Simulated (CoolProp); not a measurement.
Model: reference Helmholtz-energy equation of state, Thol 2017, in CoolProp.

Give the vapour pressure (MPa), liquid density (kg/m³), liquid cp (kJ/(kg K)), surface tension (mN/m) of saturated octamethyltrisiloxane (MDM) at 445.9, 463, 480.1 K.


| T (K) | p (MPa) | liquid density (kg/m³) | liquid cp (kJ/(kg K)) | surface tension (mN/m) |
|---|---|---|---|---|
| 445.9 | 0.167 | 649 | 2.17 | 5.06 |
| 463 | 0.245 | 625 | 2.22 | 4.02 |
| 480.1 | 0.347 | 599 | 2.29 | 3.07 |

Surface tension comes from a separate correlation (Mulero 2014), older than this fluid's equation and unchecked against measurements.
